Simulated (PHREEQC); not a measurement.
A solution holds 0.0011 mol Pb(NO3)2 and 9e-05 mol HNO3 per kg of water, at 25 °C. Closed to the air; pH follows from the charge balance.

Computed with PHREEQC (ion-association model, wateq4f.dat).

The pH comes out as 4.07 and the ionic strength comes out as 0.00333 mol/kgw. The total alkalinity is -0.0900 meq/kg.

```json
[
 {"species": "NO3-", "molality": "0.00226", "activity": "0.00212", "log γ": "-0.028"},
 {"species": "Pb+2", "molality": "0.00107", "activity": "0.000833", "log γ": "-0.109"},
 {"species": "H+", "molality": "9.02e-5", "activity": "8.51e-5", "log γ": "-0.025"},
 {"species": "PbNO3+", "molality": "2.78e-5", "activity": "2.61e-5", "log γ": "-0.027"},
 {"species": "PbOH+", "molality": "2.03e-7", "activity": "1.91e-7", "log γ": "-0.027"},
 {"species": "Pb2OH+3", "molality": "6.27e-9", "activity": "3.56e-9", "log γ": "-0.246"}
]
```

This is a speciation only: nothing precipitates in the calculation.
